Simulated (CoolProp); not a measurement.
Vapour-liquid equilibrium of propane (1) + neopentane (2) at 322.6 K; x and y are mole fractions of (1).

Values from CoolProp's multi-fluid Helmholtz-energy mixture model, Lemmon 2009 and Lemmon 2006; pair parameters Bell 2016.

Q: Give the bubble pressure and the first vapour's composition at x = 0.05, 0.35, 0.8. Is there an azeotrope?

A: x = 0.05: 3.830 bar, y = 0.121; x = 0.35: 6.120 bar, y = 0.604; x = 0.8: 12.77 bar, y = 0.947. No azeotrope shows between x = 0.05 and 0.95.

Pair parameters are fitted to limited data, so mixtures are less certain than the pure fluids.
